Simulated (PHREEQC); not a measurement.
Solution (25 °C): 0.0013 mol HCl, 0.011 mol Li2SO4 and 9e-05 mol MnSO4 per kg of water. Closed to the air; pH follows from the charge balance.

Equilibrium calculation in PHREEQC: ion-association model, phreeqc.dat.

Precipitation was switched off in this run.

**Question.** Estimate the pH.

**Answer.** pH 3.13.

**Question.** In which forms is S present?

**Answer.** SO4-2 91 %, LiSO4- 4.5 %, HSO4- 4.0 % of the S.

Complexes and solids missing from the database can't appear.
